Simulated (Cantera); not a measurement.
Feed: 1 mol NF₃, 0.041 mol H₂O, 0.067 mol H₂, 0.056 mol O₂, equilibrated at 34.0 mbar.

Equilibrium computed with Cantera from the NASA thermochemical tables; the gas is ideal and each condensed phase is pure. Candidate condensed phases: H₂O; 40 gas species. Kinetics and transport are ignored.

x: gas mole fraction; nothing condenses.

```json
[
 {"T (K)": "1748", "x F": "0.778", "x N₂": "0.140", "x HF": "0.0604", "x O₂": "0.0211", "x O": "___", "x NO": "0.000463"},
 {"T (K)": "1823", "x F": "0.778", "x N₂": "0.140", "x HF": "0.0604", "x O₂": "0.0210", "x O": "___", "x NO": "0.000598"},
 {"T (K)": "1898", "x F": "0.778", "x N₂": "0.139", "x HF": "0.0604", "x O₂": "0.0209", "x O": "___", "x NO": "0.000756"},
 {"T (K)": "1973", "x F": "0.778", "x N₂": "0.139", "x HF": "0.0604", "x O₂": "0.0207", "x O": "___", "x NO": "0.000938"},
 {"T (K)": "2048", "x F": "0.778", "x N₂": "0.139", "x HF": "0.0604", "x O₂": "0.0204", "x O": "___", "x NO": "0.00114"},
 {"T (K)": "2123", "x F": "0.778", "x N₂": "0.139", "x HF": "0.0604", "x O₂": "0.0201", "x O": "___", "x NO": "0.00137"},
 {"T (K)": "2198", "x F": "0.778", "x N₂": "0.139", "x HF": "0.0603", "x O₂": "0.0195", "x O": "___", "x NO": "0.00161"},
 {"T (K)": "2273", "x F": "0.777", "x N₂": "0.139", "x HF": "0.0603", "x O₂": "0.0188", "x O": "___", "x NO": "0.00186"},
 {"T (K)": "2348", "x F": "0.777", "x N₂": "0.138", "x HF": "0.0603", "x O₂": "0.0179", "x O": "___", "x NO": "0.00212"},
 {"T (K)": "2423", "x F": "0.776", "x N₂": "0.138", "x HF": "0.0602", "x O₂": "0.0167", "x O": "___", "x NO": "0.00236"}
]
```

Some entries are withheld; supply them.


- 1748, x O: 5.78e-5
- 1823, x O: 0.000119
- 1898, x O: 0.000230
- 1973, x O: 0.000423
- 2048, x O: 0.000743
- 2123, x O: 0.00125
- 2198, x O: 0.00202
- 2273, x O: 0.00315
- 2348, x O: 0.00474
- 2423, x O: 0.00687
